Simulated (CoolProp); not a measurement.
The fluid at 298.15 K and 0.0124 MPa is throttled through a valve to 0.00499 MPa with no heat exchange. The same conditions are run with several fluids, on thermodynamics alone (safety and materials aside).

Computed with CoolProp (reference Helmholtz-energy equation of state of each fluid (methanol: de Reuck 1993; tetrahydrofuran: Fiedler 2023; cis-2-butene: Lemmon 2005; the fluoroketone C6F12O (FK-5-1-12): McLinden 2015; cyclopentane: Gedanitz 2015)).

```csv
fluid,temperature change (K),final density (kg/m³)
methanol,-5.1,(withheld)
tetrahydrofuran,-0.3,(withheld)
cis-2-butene,-0.2,(withheld)
the fluoroketone C6F12O (FK-5-1-12),-0.2,0.639
cyclopentane,-0.3,(withheld)
```

**Question.** What belongs in the gaps?

**Answer.** 
- methanol, final density (kg/m³): 0.0659
- tetrahydrofuran, final density (kg/m³): 0.146
- cis-2-butene, final density (kg/m³): 0.113
- cyclopentane, final density (kg/m³): 0.142
